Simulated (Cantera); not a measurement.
# Silicon etching in halogen gases: Si + HBr + H2

Feed: 1 mol Si, 22 mol HBr, 2 mol H2, equilibrated at 0.720 bar.

These are equilibrium values from Cantera (NASA tables, ideal gas, pure condensed phases), not measurements of a reactor. Candidate condensed phases: Br2, Si; 19 gas species. The tables' values for SiBr3 are old estimates; treat these amounts as uncertain. Equilibrium is a limit: real reactors are often held back by kinetics, nucleation or transport.

| T (°C) | x HBr | x H2 | x SiBr4 | x Br | x SiBr3 | x SiBr2 |
|---|---|---|---|---|---|---|
| 350 | 0.783 | 0.174 | 0.0435 | 1.43e-10 | 9.94e-12 | <1e-12 |
| 450 | 0.783 | 0.174 | 0.0435 | 7.96e-9 | 1.04e-9 | <1e-12 |
| 550 | 0.783 | 0.174 | 0.0435 | 1.68e-7 | 3.44e-8 | 3.51e-11 |
| 650 | 0.783 | 0.174 | 0.0435 | 1.85e-6 | 5.27e-7 | 2.99e-9 |
| 750 | 0.783 | 0.174 | 0.0434 | 1.28e-5 | 4.68e-6 | 1.05e-7 |
| 850 | 0.783 | 0.174 | 0.0433 | 6.33e-5 | 2.80e-5 | 1.91e-6 |
| 950 | 0.783 | 0.174 | 0.0431 | 0.000241 | 0.000124 | 2.14e-5 |
| 1050 | 0.782 | 0.174 | 0.0426 | 0.000753 | 0.000429 | 0.000163 |
| 1150 | 0.782 | 0.173 | 0.0408 | 0.00201 | 0.00121 | 0.000892 |
x: gas mole fraction; nothing condenses.

From 350 °C to 1150 °C nothing is condensed. The main Si-bearing gas is SiBr4 throughout.
